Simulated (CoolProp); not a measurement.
Vapour-liquid equilibrium of acetone (1) + cyclohexane (2) at 0.708 MPa; x and y are mole fractions of (1).

Computed with CoolProp (multi-fluid Helmholtz-energy mixture model, Lemmon 2006 and Zhou 2014; pair parameters Bell 2016).

| x | bubble temperature (°C) | y at the bubble point | dew temperature at overall composition x (°C) | liquid density (mol/L) |
|---|---|---|---|---|
| 0.05 | 152.9 | 0.187 | 160.2 | 7.673 |
| 0.2 | 137.5 | (withheld) | 152.1 | (withheld) |
| 0.35 | (withheld) | 0.565 | 143.6 | (withheld) |
| 0.5 | 128.1 | 0.639 | 134.8 | 9.042 |
| 0.65 | 126.3 | 0.712 | (withheld) | 9.595 |
| 0.8 | 125.5 | 0.804 | 125.5 | 10.25 |
| 0.95 | 126.2 | 0.939 | (withheld) | 11.01 |

Task: Fill in the missing entries.

Result: 
- 0.2, y at the bubble point: 0.453
- 0.2, liquid density (mol/L): 8.150
- 0.35, bubble temperature (°C): 131.3
- 0.35, liquid density (mol/L): 8.574
- 0.65, dew temperature at overall composition x (°C): 127.8
- 0.95, dew temperature at overall composition x (°C): 126.4

y crosses x between x = 0.8 and 0.95: the model has an azeotrope there.

Pair parameters are fitted to limited data, so mixtures are less certain than the pure fluids.
